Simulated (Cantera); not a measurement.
Cantera run, input and output.

```python
import numpy as np
import cantera as ct

gas = ct.Solution("gri30.yaml")
gas.TPX = 625, 1900000, {'CH4': 1, 'C2H6': 0.23, 'C3H8': 0.035, 'O2': 3.24, 'N2': 12.2}
inlet = ct.Reservoir(gas, clone=True)
gas.equilibrate("HP")  # start burning
reactor = ct.IdealGasConstPressureReactor(gas, energy="on", clone=False)
exhaust = ct.Reservoir(gas, clone=True)
tau = [0.088, 0.04, 0.018, 0.0083, 0.0038, 0.0017, 0.00079, 0.00036, 0.00016, 7.4e-05, 3.4e-05, 1.5e-05][0]
for a, b in ((inlet, reactor), (reactor, exhaust)):
    ct.MassFlowController(a, b, mdot=lambda t: reactor.mass / tau)
net = ct.ReactorNet([reactor])
show = ['CH4', 'C2H6', 'C3H8', 'C2H', 'HO2', 'NO2']

rows = []
print(f"{'tau/s':>10s}{'T/K':>9s}" + "".join(f"{s:>11s}" for s in show))
for tau in [0.088, 0.04, 0.018, 0.0083, 0.0038, 0.0017, 0.00079, 0.00036, 0.00016, 7.4e-05, 3.4e-05, 1.5e-05]:
    net.initial_time = 0.0
    net.advance(30 * tau)
    before = gas.X
    net.advance(40 * tau)
    drift = np.max(np.abs(gas.X - before) / (gas.X + 1e-9))
    rows.append([gas.T, *gas[show].X, drift])
    print(f"{tau:10.3e}{gas.T:9.1f}" + "".join(f"{x:11.3e}" for x in gas[show].X))
```

Output:

```
     tau/s      T/K        CH4       C2H6       C3H8        C2H        HO2        NO2
 8.800e-02   2406.4  1.845e-07  4.504e-09  8.702e-10  2.161e-10  4.048e-06  5.037e-06
 4.000e-02   2407.0  4.018e-07  9.851e-09  1.904e-09  4.720e-10  4.112e-06  4.616e-06
 1.800e-02   2407.8  8.772e-07  2.169e-08  4.191e-09  1.036e-09  4.223e-06  3.931e-06
 8.300e-03   2408.3  1.854e-06  4.649e-08  8.971e-09  2.208e-09  4.388e-06  3.070e-06
 3.800e-03   2407.6  3.909e-06  1.003e-07  1.927e-08  4.705e-09  4.633e-06  2.193e-06
 1.700e-03   2404.1  8.282e-06  2.213e-07  4.207e-08  1.013e-08  5.037e-06  1.482e-06
 7.900e-04   2396.0  1.648e-05  4.700e-07  8.755e-08  2.054e-08  5.733e-06  1.047e-06
 3.600e-04   2380.7  3.217e-05  1.013e-06  1.820e-07  4.074e-08  7.099e-06  7.936e-07
 1.600e-04   2355.0  6.203e-05  2.218e-06  3.776e-07  7.767e-08  9.850e-06  6.441e-07
 7.400e-05   2319.0  1.152e-04  4.659e-06  7.433e-07  1.337e-07  1.482e-05  5.335e-07
 3.400e-05   2268.3  2.236e-04  1.002e-05  1.487e-06  2.155e-07  2.428e-05  4.154e-07
 1.500e-05   2189.4  5.182e-04  2.486e-05  3.406e-06  3.379e-07  4.563e-05  2.713e-07
```

Computed with Cantera and GRI-Mech 3.0 (53 species, 325 reactions). The pressure lies above the range GRI-Mech 3.0 was tuned for (to about 10 atm).
